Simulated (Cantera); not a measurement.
An adiabatic, constant-pressure homogeneous reactor starts with C3H8 : O2 : N2 : H2O = 1 : 2.94 : 14 : 2.2 (molar parts), at 1000 K and 12800 Torr.

Computed with Cantera and GRI-Mech 3.0 (53 species, 325 reactions). GRI-Mech 3.0 was tuned for natural gas; its chemistry of propane as a main component is partial and can be far from experiment. The pressure lies above the range GRI-Mech 3.0 was tuned for (to about 10 atm).

Question: Predict: time of steepest temperature rise; temperature at 3.00 s; equilibrium temperature; x(O2) at 3.00 s; x(H2O) at 3.00 s; x(H) at 3.00 s; x(H2) at 3.00 s.

Answer: 
- time of steepest temperature rise: 52.5 ms
- temperature at 3.00 s: 2084 K
- equilibrium temperature: 2084 K
- x(O2) at 3.00 s: 7.21e-8 (gas-phase equilibrium 7.21e-8)
- x(H2O) at 3.00 s: 0.180 (gas-phase equilibrium 0.180)
- x(H) at 3.00 s: 0.000203 (gas-phase equilibrium 0.000203)
- x(H2) at 3.00 s: 0.0868 (gas-phase equilibrium 0.0868)
